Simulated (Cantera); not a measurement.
Source: NASA polynomial tables (part measured, part estimated), evaluated in Cantera. Values are per mole of reaction as written; species without (g) are pure solids or liquids, kept so even where they would boil at 1 bar.

2 H₂O(g) + 2 Cs + Cl₂(g) → 2 HCl(g) + 2 CsOH

| T (K) | ΔH° (kJ) | ΔS° (J/K) | ΔG° (kJ) | log10 K |
|---|---|---|---|---|
| 775 | -491.7 | -123.2 | -396.2 | 26.70 |
| 825 | [?] | [?] | [?] | [?] |
| 875 | -486.6 | -117.0 | -384.2 | 22.94 |
| 925 | [?] | [?] | [?] | [?] |
| 975 | [?] | [?] | [?] | [?] |
| 1025 | -479.4 | -109.4 | -367.2 | 18.71 |
| 1075 | -477.2 | -107.3 | -361.8 | 17.58 |
| 1125 | [?] | [?] | [?] | [?] |
| 1175 | -473.0 | -103.6 | -351.3 | 15.62 |
| 1225 | -471.1 | -102.0 | -346.1 | 14.76 |
| 1275 | -469.4 | -100.6 | -341.1 | 13.97 |

Question: Complete the blanks.

Answer: 
- 825, ΔH° (kJ): -489.1
- 825, ΔS° (J/K): -120.0
- 825, ΔG° (kJ): -390.1
- 825, log10 K: 24.70
- 925, ΔH° (kJ): -484.1
- 925, ΔS° (J/K): -114.3
- 925, ΔG° (kJ): -378.4
- 925, log10 K: 21.37
- 975, ΔH° (kJ): -481.7
- 975, ΔS° (J/K): -111.8
- 975, ΔG° (kJ): -372.8
- 975, log10 K: 19.97
- 1125, ΔH° (kJ): -475.0
- 1125, ΔS° (J/K): -105.4
- 1125, ΔG° (kJ): -356.5
- 1125, log10 K: 16.55
